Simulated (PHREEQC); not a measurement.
Metal-bearing waste water

Dissolve 0.0073 mol FeCl3, 0.00015 mol NiCl2, 0.00048 mol H2SO4 and 0.00049 mol NaCl per kg of water at 25 °C. Closed to the air; pH follows from the charge balance.

Model: ion-association model, wateq4f.dat, run in PHREEQC.

No solid was allowed to form.

Task: Estimate the pH.

Result: pH 2.39.

Task: In which forms is Ni present?

Result: Ni+2 97 %, NiCl+ 2.6 % of the Ni.

The solution is supersaturated, for example in Hematite (slow to form), Goethite (slow to form), so a real one may precipitate; this is no full list.
